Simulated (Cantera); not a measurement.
Feed: 1 mol SiH₄, 0.17 mol NH₃, at 0.100 bar.

Equilibrium computed with Cantera from the NASA thermochemical tables; the gas is ideal and each condensed phase is pure. Candidate condensed phases: Si, Si₃N₄; 18 gas species. Mutual solubility and eutectic melting of coexisting phases are not modelled. The numbers say what is thermodynamically allowed, not how fast it happens. All values below are at 1348 K.

Base state: H₂ 1.000, N₂ 1.68e-5 (mole fractions); condensed: Si(s) + Si₃N₄(s).

Question: What changes in the equilibrium state with this change: NH₃ from 0.17 to 41 mol?

Answer: 
| species | before | after |
|---|---|---|
| H₂ | 1.000 | 0.762 |
| N₂ | 1.68e-5 | 0.238 |
| Si(s), mol | 0.873 | 0 |
| Si₃N₄(s), mol | 0.0425 | 0.333 |
